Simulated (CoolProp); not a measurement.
A closed Brayton cycle with carbon dioxide: compressor inlet 306.15 K and 8.7 MPa, high pressure 23.8 MPa, turbine inlet 665 K, compressor efficiency 0.8, turbine efficiency 0.9, recuperator effectiveness 0.9 (on enthalpy, no pinch check). Each further row changes one setting.

Values from CoolProp's reference Helmholtz-energy equation of state, Span 1996.

| case | thermal efficiency (%) | net work (kJ/kg) | compressor to turbine work | compressor exit (K) | turbine exit (K) |
|---|---|---|---|---|---|
| as stated | 29.2 | 76.3 | 0.25 | 333.4 | 558.1 |
| turbine inlet 615 K | 26.9 | 66.2 | 0.28 | 333.4 | 512.1 |
| compressor inlet 316.15 K | 26.9 | 58.9 | 0.42 | 384.6 | 558.1 |
| high pressure 20.2 MPa | 27.7 | 67.1 | 0.23 | 328.1 | 575.2 |
| recuperator effectiveness 0.5 | 20.3 | 76.3 | 0.25 | 333.4 | 558.1 |
